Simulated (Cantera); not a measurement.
A Cantera script and what it prints.

```python
import numpy as np
import cantera as ct

gas_names = """
    CL CL2 H HCL H2 N NH NH2 NH3 N2 N2H2 N2H4 Si SiCL SiCL2 SiCL3 SiCL4 SiH SiHCL3 SiH2 SiH2CL2 SiH3
    SiH3CL SiH4 SiN Si2 Si2N Si3
""".split()
cond_names = """
    NH4CL(a) NH4CL(b) Si(cr) Si(L) Si3N4(a)
""".split()


# ... load() reads the species with a 1 bar reference pressure and builds the phases ...
atoms = {
    'SiCl4': {'Si': 1, 'CL': 4},
    'NH3': {'N': 1, 'H': 3},
    'N2': {'N': 2},
}
top_T = {'Si3N4(a)': 2400}  # K; cautious upper limits of use, not melting points


# ... equilibrate(T, P, feed) seeds the gas with the atoms and calls Mixture.equilibrate('TP', solver="vcs", rtol=1e-11, max_steps=5000) ...
results = []
feed = {'SiCl4': 1, 'NH3': 1.1, 'N2': 12}  # mol
P = 1000  # Pa
for T in [973, 1073, 1173, 1273, 1373, 1473, 1573, 1673]:
    mix = equilibrate(T, P, feed)
    results.append((T, P, feed, dict(zip(mix.species_names, mix.species_moles))))

top = {s: max(r[3][s] / sum(r[3][g] for g in gas_names) for r in results) for s in gas_names}
cols = sorted((s for s in top if top[s] > 0.001), key=lambda s: -top[s])[:7]
seen = [c for c in cond_names if any(r[3].get(c, 0) > 1e-12 for r in results)]
print("log10 of partial pressures in bar; condensed amounts in mol")
print(f"{'T/K':>10s}" + "".join(f"{s[:9]:>10s}" for s in cols + seen))
for T, P, feed, n in results:
    ng = sum(n[g] for g in gas_names)
    print(f"{T:10.4g}" + "".join(f"{np.log10(max(n[s] / ng * P / 1e5, 1e-99)):10.3f}" for s in cols)
          + "".join(f"{n.get(c, 0):10.4g}" for c in seen))
```

Result:

```
log10 of partial pressures in bar; condensed amounts in mol
       T/K        N2       HCL     SiCL2        H2     SiCL4     SiCL3  Si3N4(a)
       973    -2.101    -2.842    -8.177    -3.452    -3.538    -6.586    0.1843
      1073    -2.102    -2.826    -6.779    -3.489    -3.562    -5.773    0.1913
      1173    -2.103    -2.814    -5.628    -3.519    -3.589    -5.106    0.1953
      1273    -2.104    -2.809    -4.678    -3.537    -3.644    -4.569    0.1909
      1373    -2.105    -2.820    -3.929    -3.523    -3.809    -4.202    0.1578
      1473    -2.108    -2.872    -3.442    -3.438    -4.267    -4.121    0.0722
      1573    -2.109    -2.934    -3.253    -3.357    -4.940    -4.307         0
      1673    -2.110    -2.923    -3.234    -3.374    -5.457    -4.506         0
```

Method: chemical equilibrium by Gibbs-energy minimisation in Cantera with the NASA 1993 tables (ideal gas, pure condensed phases). The tables' values for SiCl3, SiCl are old estimates; treat these amounts as uncertain.
